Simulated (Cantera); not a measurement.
**N2O furnace oxynitridation**

An isothermal, constant-pressure homogeneous reactor starts with 86.2 % N2O, 13.8 % H2O, at 1173 K and 100000 Pa.

Detailed kinetics in Cantera: GRI-Mech 3.0 (53 species, 325 reactions). GRI-Mech 3.0 was tuned for natural gas; its chemistry of N2O as a main component is partial and can be far from experiment. The mechanism lacks the step 2 NO + O2 → 2 NO2, which can matter for NO2 below about 1400 K. The temperature is held fixed by assumption; the heat of reaction is taken as removed at once.

```
t (s)       x N2O   x H2O      x O2      x N2    x HO2    x H2O2
--------  -------  ------  --------  --------  -------  --------
9.00e-5     0.862   0.138   1.59e-5   3.80e-5  4.07e-7  8.01e-10
0.000388    0.862   0.138   7.52e-5  0.000173  4.38e-6   6.51e-8
0.00167     0.861   0.138  0.000358  0.000776  6.28e-6   2.54e-7
0.00722     0.857   0.138   0.00158   0.00340  4.88e-6   1.83e-7
0.0311      0.841   0.137   0.00677    0.0145  3.37e-6   1.36e-7
0.134       0.776   0.134    0.0275    0.0580  1.64e-6   1.14e-7
0.579       0.571   0.124    0.0946     0.197  5.72e-7   1.00e-7
2.49        0.212   0.107     0.214     0.441  1.65e-7   5.74e-8
10.8       0.0141  0.0971     0.281     0.578  3.40e-8   8.29e-9
46.4      1.62e-6  0.0964     0.286     0.588  1.22e-8  9.66e-10
200       1.46e-7  0.0964     0.286     0.588  1.22e-8  9.65e-10
```
x: mole fraction; the columns are a selection and need not sum to one.

Equilibrium at this temperature and pressure: N2O 1.04e-8, H2O 0.0964, O2 0.301, N2 0.602, HO2 1.27e-8, H2O2 9.90e-10 (gas phase only).
